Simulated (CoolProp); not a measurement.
Vapour-liquid equilibrium of propane (1) + R245fa (2) at 331.4 K; x and y are mole fractions of (1).

Model: multi-fluid Helmholtz-energy mixture model, Lemmon 2009 and Akasaka 2015; pair parameters Bell 2016, in CoolProp.

```json
[
 {"x": "0.05", "bubble pressure (MPa)": "0.6668", "y at the bubble point": "0.335", "dew pressure at overall composition x (MPa)": "0.4639", "liquid density (mol/L)": "9.273"},
 {"x": "0.125", "bubble pressure (MPa)": "0.9531", "y at the bubble point": "0.538", "dew pressure at overall composition x (MPa)": "0.5050", "liquid density (mol/L)": "9.275"},
 {"x": "0.2", "bubble pressure (MPa)": "1.177", "y at the bubble point": "0.631", "dew pressure at overall composition x (MPa)": "0.5534", "liquid density (mol/L)": "9.270"},
 {"x": "0.275", "bubble pressure (MPa)": "1.347", "y at the bubble point": "0.683", "dew pressure at overall composition x (MPa)": "0.6114", "liquid density (mol/L)": "9.259"},
 {"x": "0.35", "bubble pressure (MPa)": "1.475", "y at the bubble point": "0.718", "dew pressure at overall composition x (MPa)": "0.6822", "liquid density (mol/L)": "9.243"},
 {"x": "0.425", "bubble pressure (MPa)": "1.576", "y at the bubble point": "0.744", "dew pressure at overall composition x (MPa)": "0.7706", "liquid density (mol/L)": "9.227"},
 {"x": "0.5", "bubble pressure (MPa)": "1.658", "y at the bubble point": "0.765", "dew pressure at overall composition x (MPa)": "0.8839", "liquid density (mol/L)": "9.214"},
 {"x": "0.575", "bubble pressure (MPa)": "1.730", "y at the bubble point": "0.786", "dew pressure at overall composition x (MPa)": "1.033", "liquid density (mol/L)": "9.210"},
 {"x": "0.65", "bubble pressure (MPa)": "1.798", "y at the bubble point": "0.809", "dew pressure at overall composition x (MPa)": "1.235", "liquid density (mol/L)": "9.223"},
 {"x": "0.725", "bubble pressure (MPa)": "1.864", "y at the bubble point": "0.834", "dew pressure at overall composition x (MPa)": "1.502", "liquid density (mol/L)": "9.262"},
 {"x": "0.8", "bubble pressure (MPa)": "1.927", "y at the bubble point": "0.866", "dew pressure at overall composition x (MPa)": "1.774", "liquid density (mol/L)": "9.338"},
 {"x": "0.875", "bubble pressure (MPa)": "1.983", "y at the bubble point": "0.906", "dew pressure at overall composition x (MPa)": "1.941", "liquid density (mol/L)": "9.462"},
 {"x": "0.95", "bubble pressure (MPa)": "2.025", "y at the bubble point": "0.957", "dew pressure at overall composition x (MPa)": "2.021", "liquid density (mol/L)": "9.641"}
]
```

No azeotrope shows between x = 0.05 and 0.95.

The pair parameters rest on a limited set of measurements; away from them the model extrapolates. With so large a gap from Raoult's law the liquid may split in two, which this calculation doesn't test in full.
